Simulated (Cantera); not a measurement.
Charge: 1 mol TEOS, 5.7 mol H2O, equilibrated at 42.0 Torr.

Equilibrium computed with Cantera from the NASA thermochemical tables; the gas is ideal and each condensed phase is pure. Candidate condensed phases: C, C6H6, C7H8, C8H18, H2O, Si, SiC, SiO2; 123 gas species. The feed counts by its element totals alone. Mutual solubility and eutectic melting of coexisting phases are not modelled. The tables hold silica as quartz up to 1696 K and as liquid above; real silica turns to tridymite and cristobalite and melts near 1996 K. The numbers say what is thermodynamically allowed, not how fast it happens.

**Question.** Which condensed phases are stable at each of these points (T (°C)): 277, 477, 677, 877, 1077, 1277, 1477, 1677?

**Answer.** 
```tsv
T (°C)	condensed phases	Si condensed (%)
277	C(graphite) + SiO2(α-quartz)	100.0
477	C(graphite) + SiO2(α-quartz)	100.0
677	C(graphite) + SiO2(β-quartz)	100.0
877	C(graphite) + SiO2(β-quartz)	100.0
1077	C(graphite) + SiO2(β-quartz)	100.0
1277	SiC(s) + SiO2(β-quartz)	93.2
1477	SiO2(condensed)	68.1
1677	SiO2(condensed)	33.6
```

From 277 °C to 477 °C the condensed part is C(graphite) + SiO2(α-quartz). From 677 °C to 1077 °C the condensed part is C(graphite) + SiO2(β-quartz). At 1277 °C the condensed part is SiC(s) + SiO2(β-quartz). From 1477 °C to 1677 °C the condensed part is SiO2(condensed).
